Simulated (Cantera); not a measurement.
Charge: 1 mol C6H6, 0.048 mol NH3, 15 mol N2, equilibrated at 2050 K and 0.00500 bar.

Cantera equilibrium calculation (NASA polynomials, part measured and part estimated; ideal gas, pure solids and liquids). Candidate condensed phases: C, C6H6, C7H8, C8H18; 92 gas species. The numbers say what is thermodynamically allowed, not how fast it happens.

Problem. What is the equilibrium state?

Solution. 
| Item | Value |
|---|---|
| x(N2) | 0.821 |
| x(H2) | 0.159 |
| x(H) | 0.0128 |
| x(HCN) | 0.00645 |
| x(HNC) | 0.000400 |
| x(C2H2 (acetylene)) | 0.000168 |
| x(CN) | 1.37e-5 |
| x(C2N2) | 2.36e-6 |
| n(C(graphite)) | 5.87 mol |
| gas amount | 18.21 mol |
